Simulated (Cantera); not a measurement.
What does this Cantera script print?

```python
import numpy as np
import cantera as ct

gas = ct.Solution("h2o2.yaml")
gas.TPX = 675, 38000, {'H2': 1, 'O2': 0.357, 'N2': 1.34}
flame = ct.FreeFlame(gas, width=0.079)
flame.set_refine_criteria(ratio=3, slope=0.08, curve=0.16)
flame.transport_model = "mixture-averaged"
flame.solve(loglevel=0, auto=True)
flame.transport_model = "multicomponent"
flame.soret_enabled = False
flame.solve(loglevel=0, refine_grid=True)
z, T = flame.grid, flame.T
thick = (T[-1] - T[0]) / np.gradient(T, z).max()
show = ['H2', 'O2', 'H2O2', 'HO2', 'OH', 'H2O']
print(f"laminar burning velocity  {flame.velocity[0] * 100:.3f} cm/s")
print(f"burnt temperature         {T[-1]:.1f} K")
print(f"thermal thickness         {thick * 1e3:.4f} mm")
print(f"grid points               {len(z)}")
z0 = z[flame.heat_release_rate.argmax()]
print(f"{'z/mm':>9s}{'T/K':>9s}{'u/(m/s)':>9s}" + "".join(f"{s:>11s}" for s in show))
rows = []
for k in (-3, -2, -1.5, -1, -0.5, -0.25, 0, 0.25, 0.5, 1, 2, 4, 8):
    zz = z0 + k * thick
    rows.append([k * thick, np.interp(zz, z, T), np.interp(zz, z, flame.velocity),
                 *(np.interp(zz, z, flame.X[gas.species_index(s)]) for s in show)])
    print(f"{rows[-1][0] * 1e3:9.3f}{rows[-1][1]:9.1f}{rows[-1][2]:9.3f}" + "".join(f"{x:11.3e}" for x in rows[-1][3:]))
```

It prints:

```
laminar burning velocity  947.474 cm/s
burnt temperature         2492.3 K
thermal thickness         1.6823 mm
grid points               140
     z/mm      T/K  u/(m/s)         H2         O2       H2O2        HO2         OH        H2O
   -5.047    675.0    9.475  3.708e-01  1.324e-01  8.468e-14  4.825e-12  2.485e-17  1.378e-13
   -3.365    675.0    9.475  3.708e-01  1.324e-01  9.324e-14  2.083e-10  6.929e-14  9.188e-12
   -2.523    675.0    9.475  3.708e-01  1.324e-01  3.070e-13  6.153e-09  3.193e-12  2.564e-10
   -1.682    675.0    9.475  3.708e-01  1.324e-01  1.381e-10  8.121e-07  1.301e-09  6.201e-08
   -0.841    684.2    9.596  3.694e-01  1.321e-01  6.121e-07  9.155e-05  3.560e-05  5.943e-04
   -0.421    812.7   11.302  3.469e-01  1.273e-01  1.308e-06  6.772e-05  4.227e-04  1.282e-02
    0.000   1212.0   16.334  2.052e-01  7.668e-02  1.396e-06  2.933e-05  3.781e-03  1.170e-01
    0.421   1495.1   19.851  1.026e-01  1.918e-02  1.152e-06  7.063e-06  8.636e-03  2.237e-01
    0.841   1615.0   21.279  9.595e-02  1.168e-02  8.205e-07  3.894e-06  1.071e-02  2.387e-01
    1.682   1752.9   22.873  1.010e-01  9.496e-03  4.846e-07  2.771e-06  1.268e-02  2.447e-01
    3.365   1906.5   24.593  1.064e-01  7.489e-03  2.575e-07  1.938e-06  1.419e-02  2.520e-01
    6.729   2063.3   26.291  1.105e-01  5.411e-03  1.384e-07  1.302e-06  1.468e-02  2.611e-01
   13.458   2211.3   27.842  1.134e-01  3.504e-03  8.092e-08  8.584e-07  1.382e-02  2.712e-01
```

Computed with Cantera and the H2/O2 subset of GRI-Mech 3.0, which has no nitrogen chemistry. Burning velocities carry a grid error of a few per cent, more on coarse grids.
